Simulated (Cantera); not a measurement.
Gas mixture: NO = 0.98 (molar parts), at 0.0138 atm, frozen composition.

Cantera's kinetic-theory transport with the Lennard-Jones parameters of GRI-Mech 3.0, ideal gas; thermal conductivity in the multicomponent form. The composition is frozen, though it would react at the higher temperatures.

D: mixture-averaged diffusion coefficient of that species in the mixture.

| T (K) | ρ (kg/m³) | cp (J/kg/K) | μ (µPa s) | λ (mW/m/K) | Pr | D (cm²/s) H2 | D (cm²/s) C2H2 | D (cm²/s) O |
|---|---|---|---|---|---|---|---|---|
| 400 | 0.0126 | 998.6 | 23.1 | 32.5 | 0.711 | (withheld) | 20.0 | 38.2 |
| 600 | 0.00842 | 1041 | 30.6 | 45.0 | 0.708 | (withheld) | 40.6 | 76.0 |
| 800 | 0.00632 | 1092 | 37.1 | 57.3 | 0.708 | (withheld) | 66.4 | 123 |
| 1000 | 0.00505 | 1133 | 42.9 | 68.8 | 0.707 | (withheld) | 96.8 | 178 |
| 1200 | 0.00421 | 1159 | 48.4 | 79.3 | 0.707 | (withheld) | 131 | 242 |
| 1400 | 0.00361 | 1181 | 53.4 | 89.3 | 0.707 | (withheld) | 170 | 312 |
| 1600 | 0.00316 | 1199 | 58.3 | 98.9 | 0.706 | (withheld) | 212 | 389 |

Q: Complete the blanks.

A: 
- 400, D (cm²/s) H2: 91.6
- 600, D (cm²/s) H2: 181
- 800, D (cm²/s) H2: 292
- 1000, D (cm²/s) H2: 423
- 1200, D (cm²/s) H2: 572
- 1400, D (cm²/s) H2: 738
- 1600, D (cm²/s) H2: 920
